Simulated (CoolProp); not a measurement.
Vapour-liquid equilibrium of CH2F2 (R32) (1) + dimethyl ether (2) at 36.95 °C; x and y are mole fractions of (1).

The numbers come from the multi-fluid Helmholtz-energy mixture model, Tillner-Roth 1997 and Wu 2011; pair parameters Bell 2016 in CoolProp.

| x | bubble pressure (MPa) | y at the bubble point | dew pressure at overall composition x (MPa) | liquid density (mol/L) |
|---|---|---|---|---|
| 0.05 | 0.8793 | 0.102 | 0.8486 | 14.09 |
| 0.2 | 1.072 | 0.356 | 0.9440 | 14.58 |
| 0.35 | 1.285 | 0.546 | 1.066 | 15.08 |
| 0.5 | 1.509 | 0.688 | 1.226 | 15.60 |
| 0.65 | 1.739 | 0.800 | 1.442 | 16.13 |
| 0.8 | 1.974 | 0.892 | 1.740 | 16.68 |
| 0.95 | 2.216 | 0.973 | 2.144 | 17.25 |

No azeotrope shows between x = 0.05 and 0.95.

Pair parameters are fitted to limited data, so mixtures are less certain than the pure fluids.
